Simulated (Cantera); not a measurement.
# Catalytic combustion on Pt

An isothermal plug-flow reactor at 723 K and 1.00 bar (inlet), inlet velocity 0.062 m/s, active area per volume 190 1/m; feed 0.302 % CO, 3.51 % O₂, 95.5 % N₂, 0.641 % H₂O, equivalence ratio 0.043.

Cantera simulation using Deutschmann's 1995 Pt surface mechanism with GRI-Mech 3.0 gas chemistry; the numbers are that mechanism's predictions, not measurements. Catalytic surfaces can have several steady states; this one follows from the mechanism file's or the stated starting coverage. Mass transfer to the wall is taken as infinitely fast.

```
z (m)        x CO    x O₂    x H₂O    x CO₂  θ free Pt   θ O*    θ OH*
-------  --------  ------  -------  -------  ---------  -----  -------
0.00028   0.00133  0.0343  0.00642  0.00169     0.0306  0.966  0.00231
0.00061   0.00104  0.0341  0.00642  0.00198     0.0263  0.971  0.00215
0.0013   0.000707  0.0340  0.00642  0.00232     0.0231  0.975  0.00201
0.0028   0.000362  0.0338  0.00642  0.00267     0.0208  0.977  0.00192
0.0061   0.000104  0.0337  0.00642  0.00292     0.0195  0.979  0.00186
0.013     9.29e-6  0.0336  0.00642  0.00302     0.0191  0.979  0.00184
0.028     5.35e-8  0.0336  0.00642  0.00303     0.0191  0.979  0.00183
```
x: gas mole fraction; θ: surface coverage.
